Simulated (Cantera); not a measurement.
Thermodynamics of silicon oxide and oxynitride deposition, feed SiCl4 + O2 + N2

Charge: 1 mol SiCl4, 0.16 mol O2, 6.2 mol N2, at 1.33 mbar.

Equilibrium computed with Cantera from the NASA thermochemical tables; the gas is ideal and each condensed phase is pure. Candidate condensed phases: Si, SiO2, Si2N2O, Si3N4; 23 gas species. Kinetics and transport are ignored.

From 800 K to 825 K the condensed part is SiO2(α-quartz). From 850 K to 1025 K the condensed part is SiO2(β-quartz). The main Si-bearing gas is SiCl4 throughout.

```tsv
T (K)	log p N2	log p SiCl4	log p Cl2	log p Cl	log p SiCl3	n SiO2(α-quartz)	n SiO2(β-quartz)
800	-2.95	-3.82	-4.24	-7.15	-14.40	0.160	0
825	-2.95	-3.82	-4.24	-6.90	-13.86	0.160	0
850	-2.95	-3.82	-4.24	-6.67	-13.36	0	0.160
875	-2.95	-3.82	-4.24	-6.46	-12.88	0	0.160
900	-2.95	-3.82	-4.24	-6.25	-12.44	0	0.160
925	-2.95	-3.82	-4.24	-6.06	-12.01	0	0.160
950	-2.95	-3.82	-4.24	-5.87	-11.61	0	0.160
975	-2.95	-3.82	-4.24	-5.70	-11.23	0	0.160
1000	-2.95	-3.82	-4.25	-5.53	-10.87	0	0.160
1025	-2.95	-3.82	-4.25	-5.38	-10.52	0	0.160
```
log p: log10 of the partial pressure in bar; n: condensed amount in mol.
